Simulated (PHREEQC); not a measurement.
PHREEQC input (Pitzer model, pitzer.dat):

```
SOLUTION 1
  temp 40
  units mol/kgw
  pH 7 charge
  Cl 0.1594
  Mg 0.008
  K 0.0054
  Na 0.022
  Ca 0.058
END
USE solution 1
INCREMENTAL_REACTIONS false
REACTION 1
  H2O -1
  0 9.886 18.011 24.689 30.178 34.689 38.397 41.444
  43.949 46.007 47.699 49.089 50.232 51.172 51.944 52.578
  53.1 53.528 53.88 54.17 54.408 54.603 54.764 moles
EQUILIBRIUM_PHASES 1
  Bischofite 0 0
  Brucite 0 0
  Carnallite 0 0
  Halite 0 0
  Portlandite 0 0
  Sylvite 0 0
  MgCl2_4H2O 0 0
SELECTED_OUTPUT 1
  -reset false
  -pH true
  -pe true
  -ionic_strength true
  -water true
  -activities H2O
  -totals Ca Cl K Mg Na
  -molalities H+ Na+ K+ Mg+2 Ca+2 Cl- OH- MgOH+
  -equilibrium_phases Bischofite Brucite Carnallite Halite Portlandite Sylvite MgCl2_4H2O
PRINT
  -reset false
END
```

Selected output (columns that matter, 11 of 23 rows; water left (kg) added in front):

```
water left (kg)	pH	mu	Ca	Cl	K	Mg	Na	m_H+	m_Na+	m_K+	m_Mg+2	m_Ca+2	la_H2O	Halite
1	6.6421	0.2254	0.058	0.1594	0.0054	0.008	0.022	2.9825e-07	0.022	0.0054	0.0079999	0.058	-0.0017198	0
0.675514	6.6087	0.33367	0.085861	0.23597	0.0079939	0.011843	0.032568	3.2327e-07	0.032568	0.0079939	0.011843	0.085861	-0.0025416	0
0.456313	6.5666	0.49396	0.12711	0.34932	0.011834	0.017532	0.048213	3.5238e-07	0.048213	0.011834	0.017532	0.12711	-0.0037751	0
0.253345	6.4794	0.8897	0.22894	0.62918	0.021315	0.031578	0.086838	4.0552e-07	0.086838	0.021315	0.031577	0.22894	-0.00693	0
0.171138	6.3963	1.3171	0.33891	0.93141	0.031554	0.046746	0.12855	4.495e-07	0.12855	0.031554	0.046746	0.33891	-0.010546	0
0.115613	6.28	1.9496	0.50168	1.3787	0.046708	0.069197	0.19029	5.0444e-07	0.19029	0.046708	0.069196	0.50168	-0.01637	0
0.0780853	6.1093	2.8866	0.74278	2.0414	0.069155	0.10245	0.28174	5.8012e-07	0.28174	0.069155	0.10245	0.74278	-0.026197	0
0.0527548	5.8477	4.2726	1.0994	3.0215	0.10236	0.15165	0.41702	7.0348e-07	0.41702	0.10236	0.15164	1.0994	-0.043664	0
0.0292979	5.1467	7.6934	1.9797	5.4407	0.18431	0.27306	0.75091	1.1803e-06	0.75091	0.18431	0.27306	1.9797	-0.10271	0
0.0197855	4.347	11.392	2.9314	8.0564	0.27293	0.40434	1.1119	2.1533e-06	1.1119	0.27293	0.40433	2.9314	-0.1917	0
0.0133718	3.4616	15.637	4.3375	10.701	0.40384	0.59827	0.42593	4.1617e-06	0.42593	0.40384	0.59827	4.3375	-0.31511	0.016305
```

At this temperature some constants are extrapolated from 25 °C, and those without enthalpy data are left unchanged.
